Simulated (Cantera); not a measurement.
An adiabatic, constant-volume homogeneous reactor starts with CH4 : H2 : O2 : N2 = 1 : 0.031 : 1.34 : 5.05 (molar parts), at 1450 K and 1000000 Pa.

Computed with Cantera and GRI-Mech 3.0 (53 species, 325 reactions). Above 3000 K some thermodynamic fits are extrapolated.

### Question
Predict: time of steepest temperature rise; temperature at 0.500 s; equilibrium temperature; x(H2) at 0.500 s; x(O2) at 0.500 s; x(NO) at 0.500 s; x(CH2O) at 0.500 s.

### Answer
* **time of steepest temperature rise**: 0.285 ms
* **temperature at 0.500 s**: 3059 K
* **equilibrium temperature**: 3059 K
* **x(H2) at 0.500 s**: 0.0741 (gas-phase equilibrium 0.0741)
* **x(O2) at 0.500 s**: 0.000636 (gas-phase equilibrium 0.000636)
* **x(NO) at 0.500 s**: 0.00250 (gas-phase equilibrium 0.00250)
* **x(CH2O) at 0.500 s**: 6.60e-8 (gas-phase equilibrium 6.60e-8)
